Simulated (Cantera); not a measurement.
A perfectly stirred reactor is fed with NO : N₂ = 1 : 1.6 (molar parts), at 0.0133 bar; it is held at 2123 K, and followed from long to short residence time.

Detailed kinetics in Cantera: GRI-Mech 3.0 (53 species, 325 reactions). Radical loss at walls, strong at low pressure, is not modelled.

Q: Predict: x(NO) at τ = 17.0 s; x(N₂O) at τ = 17.0 s; x(N₂) at τ = 17.0 s; x(O) at τ = 17.0 s; x(O₂) at τ = 17.0 s; x(NO) at τ = 82.0 ms; x(N₂O) at τ = 82.0 ms; x(N₂) at τ = 82.0 ms; x(O) at τ = 82.0 ms; x(O₂) at τ = 82.0 ms.

A: 
- x(NO) at τ = 17.0 s: 0.0667
- x(N₂O) at τ = 17.0 s: 1.00e-6
- x(N₂) at τ = 17.0 s: 0.772
- x(O) at τ = 17.0 s: 0.00553
- x(O₂) at τ = 17.0 s: 0.156
- x(NO) at τ = 82.0 ms: 0.382
- x(N₂O) at τ = 82.0 ms: 5.59e-5
- x(N₂) at τ = 82.0 ms: 0.616
- x(O) at τ = 82.0 ms: 0.000622
- x(O₂) at τ = 82.0 ms: 0.000751
